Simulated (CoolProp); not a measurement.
Dimethyl ether at 298.15 K and 1.81 MPa is throttled through a valve to 0.663 MPa with no heat exchange. Each further row changes one setting.

Values from CoolProp's reference Helmholtz-energy equation of state, Wu 2011.

| case | temperature change (K) | final phase | final density (kg/m³) |
|---|---|---|---|
| as stated | +0.2 | liquid | ___ |
| outlet pressure 0.199 MPa | ___ | two-phase, vapour fraction 0.177 | 24.3 |
| outlet pressure 0.862 MPa | +0.2 | liquid | ___ |

Complete the blanks.


- as stated, final density (kg/m³): 661
- outlet pressure 0.199 MPa, temperature change (K): -33.1
- outlet pressure 0.862 MPa, final density (kg/m³): 662
